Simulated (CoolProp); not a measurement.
R236FA along the isotherm 126.85 °C: fugacity coefficient from the reference equation and from simpler models built on Tc = 124.9 °C, pc = 31.91 bar, ω = 0.377; each cubic takes its own stable root.

Values from CoolProp's reference Helmholtz-energy equation of state, Pan 2012.

| p (bar) | phase | reference |
|---|---|---|
| 24.5 | gas | 0.7457 |
| 49.1 | supercritical | 0.4785 |
| 73.6 | supercritical | 0.3586 |
| 98.2 | supercritical | 0.2999 |
| 123 | supercritical | 0.2663 |
| 147 | supercritical | 0.2462 |
| 172 | supercritical | 0.2329 |
| 196 | supercritical | 0.2248 |
| 221 | supercritical | 0.2199 |
| 245 | supercritical | 0.2176 |
| 270 | supercritical | 0.2172 |
| 295 | supercritical | 0.2184 |
| 319 | supercritical | 0.2208 |

Q: How far does each simpler model (van der Waals, Soave-Redlich-Kwong, Peng-Robinson) lie from the reference over these 13 states: mean and median of the absolute difference, and the worst?

A: 
- van der Waals: mean 36.6 %, median 36.5 %, worst +69.7 % at 126.85 °C and 319 bar
- Soave-Redlich-Kwong: mean 10.1 %, median 11.2 %, worst +15.6 % at 126.85 °C and 319 bar
- Peng-Robinson: mean 0.9 %, median 0.6 %, worst -2.3 % at 126.85 °C and 319 bar
